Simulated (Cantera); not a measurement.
A Cantera script and its output.

```python
import numpy as np
import cantera as ct

gas = ct.Solution("gri30.yaml", transport_model="multicomponent")
show = ['CH4', 'OH', 'H']

rows = []
print(f"{'T/K':>7s}{'rho':>11s}{'cp':>10s}{'mu':>11s}{'lambda':>11s}{'Pr':>7s}" + "".join(f"{'D_' + s:>11s}" for s in show))
for T in [400, 500, 600, 700, 800, 900, 1000]:
    gas.TPX = T, 20, {'H2O': 0.43, 'N2O': 0.53}
    Pr = gas.cp_mass * gas.viscosity / gas.thermal_conductivity
    D = [gas.mix_diff_coeffs_mole[gas.species_index(s)] for s in show]
    rows.append([gas.density, gas.cp_mass, gas.viscosity, gas.thermal_conductivity, Pr, *D])
    print(f"{T:7g}{gas.density:11.4e}{gas.cp_mass:10.1f}{gas.viscosity:11.4e}"
          f"{gas.thermal_conductivity:11.4e}{Pr:7.3f}" + "".join(f"{d:11.4e}" for d in D))
print("SI units: kg/m3, J/kg/K, Pa s, W/m/K, m2/s")
```

Output:

```
    T/K        rho        cp         mu     lambda     Pr      D_CH4       D_OH        D_H
    400 1.9465e-04    1202.6 1.7746e-05 3.1294e-02  0.682 1.6758e-01 2.4744e-01 9.5631e-01
    500 1.5572e-04    1269.9 2.1827e-05 4.0724e-02  0.681 2.5302e-01 3.6828e-01 1.4416e+00
    600 1.2977e-04    1329.4 2.5688e-05 5.0233e-02  0.680 3.5178e-01 5.0678e-01 2.0018e+00
    700 1.1123e-04    1382.5 2.9353e-05 5.9751e-02  0.679 4.6278e-01 6.6166e-01 2.6309e+00
    800 9.7325e-05    1430.6 3.2847e-05 6.9242e-02  0.679 5.8520e-01 8.3191e-01 3.3242e+00
    900 8.6511e-05    1474.1 3.6190e-05 7.8679e-02  0.678 7.1837e-01 1.0168e+00 4.0782e+00
   1000 7.7860e-05    1513.4 3.9399e-05 8.8040e-02  0.677 8.6177e-01 1.2155e+00 4.8898e+00
SI units: kg/m3, J/kg/K, Pa s, W/m/K, m2/s
```

Cantera simulation using GRI-Mech 3.0 (53 species, 325 reactions); the numbers are that mechanism's predictions, not measurements. Polar gases are described roughly by these parameters.
